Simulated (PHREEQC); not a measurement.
A solution holds 0.21 mol/kgw CdSO4, 0.28 mol/kgw H3BO3 and 0.18 mol/kgw NiCl2, at 25 °C. Closed to the air; pH follows from the charge balance.

Equilibrium calculation in PHREEQC: ion-association model, wateq4f.dat.

No solid was allowed to form.

### Question
Order these Ni species by the share of Ni that they hold, largest first: Ni(SO4)2-2, Ni+2, NiCl+, NiCl2, NiSO4.

### Answer
Ni+2 (53 %), NiSO4 (40 %), NiCl+ (5.7 %), NiCl2 (1.4 %), Ni(SO4)2-2 (0.12 %)

The pH is 5.00 and the ionic strength 0.573 mol/kgw. Species that the database lacks are ignored.
